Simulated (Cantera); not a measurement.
Input: 1 mol Si3N4, 0.024 mol N2O, 72 mol N2, equilibrated at 1625 K and 67.0 mbar.

Cantera equilibrium calculation (NASA polynomials, part measured and part estimated; ideal gas, pure solids and liquids). Candidate condensed phases: Si, SiO2, Si2N2O, Si3N4; 16 gas species. Mutual solubility and eutectic melting of coexisting phases are not modelled. Rates play no part.

Base state: N2 1.000, SiO 4.02e-5 (mole fractions); condensed: Si2N2O(s) + Si3N4(s).

Problem. What changes in the equilibrium state with this change: N2O from 0.024 to 2.1 mol?

Solution. 
```json
[
 {"species": "N2", "before": "1.000", "after": "0.998"},
 {"species": "SiO", "before": "4.02e-5", "after": "0.00179"},
 {"species": "Si2N2O(s), mol", "before": "0.0211", "after": "1.26"},
 {"species": "Si3N4(s), mol", "before": "0.985", "after": "0"},
 {"species": "SiO2(β-quartz), mol", "before": "0", "after": "0.355"}
]
```
The tables hold silica as quartz up to 1696 K and as liquid above; real silica turns to tridymite and cristobalite and melts near 1996 K.
